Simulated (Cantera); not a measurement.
Charge: 1 mol Si, 1.3 mol HCl, 6.9 mol H2, at 11.0 bar.

Method: chemical equilibrium by Gibbs-energy minimisation in Cantera with the NASA 1993 tables (ideal gas, pure condensed phases). Candidate condensed phases: Si; 19 gas species. Rates play no part. All values below are at 775 K.

Base state: H2 0.948, SiHCl3 0.0300, SiCl4 0.0170, SiH2Cl2 0.00406, HCl 0.000349, SiH3Cl 0.000125 (mole fractions); condensed: Si(s).

What changes in the equilibrium state with this change: pressure from 11.0 bar to 1 atm?


```tsv
species	before	after
H2	0.948	0.952
SiCl4	0.0170	0.0244
SiHCl3	0.0300	0.0216
SiH3Cl	0.000125	2.30e-5
SiH2Cl2	0.00406	0.00148
HCl	0.000349	0.000694
Si(s), mol	0.601	0.628
```
